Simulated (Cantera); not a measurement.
Input (Python, Cantera):

```python
import numpy as np
import cantera as ct

gas = ct.Solution("SiF4_NH3_mec.yaml", "gas")
gas.TPX = 2350, 140000, {'NH3': 0.65, 'N2': 0.16}
reactor = ct.IdealGasConstPressureReactor(gas, energy="off", clone=False)
net = ct.ReactorNet([reactor])
net.rtol, net.atol = 1e-08, 1e-18
show = ['NH3', 'H2', 'N', 'NH2', 'NH']
times = np.geomspace(4e-06, 20, 14)

steps = ct.SolutionArray(gas, extra=["t"])
rows = []
print(f"{'t/s':>10s}{'T/K':>9s}{'P/Pa':>11s}" + "".join(f"{s:>11s}" for s in show))
for t in times:
    while net.time < t:
        t_next = net.step()
        steps.append(gas.state, t=t_next)
    rows.append([np.interp(t, steps.t, y) for y in (steps.T, steps.P, *steps(*show).X.T)])
    print(f"{t:10.3e}{rows[-1][0]:9.1f}{rows[-1][1]:11.4g}" + "".join(f"{x:11.3e}" for x in rows[-1][2:]))
rate = np.gradient(steps.T, steps.t)
print("integrator steps:", len(steps.t))
if steps.T.max() > steps.T[0] + 200:
    print(f"time of steepest temperature rise: {steps.t[rate.argmax()]:.4e} s")
gas.TPX = 2350, 140000, {'NH3': 0.65, 'N2': 0.16}
gas.equilibrate("TP")
print(f"equilibrium (TP): T = {gas.T:.1f} K  " + "  ".join(f"{s} {gas[s].X[0]:.3e}" for s in show))
```

It prints:

```
       t/s      T/K       P/Pa        NH3         H2          N        NH2         NH
 4.000e-06   2350.0    1.4e+05  7.991e-01  1.278e-03  5.191e-08  2.314e-03  1.497e-05
 1.310e-05   2350.0    1.4e+05  7.904e-01  6.385e-03  3.700e-07  5.348e-03  5.819e-05
 4.292e-05   2350.0    1.4e+05  7.597e-01  3.168e-02  1.475e-06  5.610e-03  8.182e-05
 1.406e-04   2350.0    1.4e+05  6.700e-01  1.069e-01  4.005e-06  4.571e-03  9.856e-05
 4.606e-04   2350.0    1.4e+05  4.622e-01  2.805e-01  7.047e-06  3.202e-03  1.044e-04
 1.509e-03   2350.0    1.4e+05  1.712e-01  5.230e-01  8.835e-06  1.555e-03  8.197e-05
 4.942e-03   2350.0    1.4e+05  1.169e-02  6.543e-01  9.011e-06  2.481e-04  3.334e-05
 1.619e-02   2350.0    1.4e+05  1.799e-04  6.605e-01  1.081e-06  7.504e-06  2.015e-06
 5.303e-02   2350.0    1.4e+05  3.485e-05  6.606e-01  2.111e-07  1.457e-06  3.924e-07
 1.737e-01   2350.0    1.4e+05  1.045e-05  6.606e-01  6.331e-08  4.370e-07  1.177e-07
 5.690e-01   2350.0    1.4e+05  5.570e-06  6.606e-01  3.375e-08  2.329e-07  6.274e-08
 1.864e+00   2350.0    1.4e+05  5.326e-06  6.606e-01  3.227e-08  2.227e-07  5.999e-08
 6.106e+00   2350.0    1.4e+05  5.326e-06  6.606e-01  3.227e-08  2.227e-07  5.999e-08
 2.000e+01   2350.0    1.4e+05  5.326e-06  6.606e-01  3.227e-08  2.227e-07  5.999e-08
integrator steps: 2010
equilibrium (TP): T = 2350.0 K  NH3 5.326e-06  H2 6.606e-01  N 3.227e-08  NH2 2.227e-07  NH 5.999e-08
```

Computed with Cantera and the gas-phase N/H chemistry of the illustrative SiF4/NH3 mechanism in the Surface Chemkin manual (1991). Walls and surfaces, which speed up NH3 decomposition in real reactors, are not modelled.
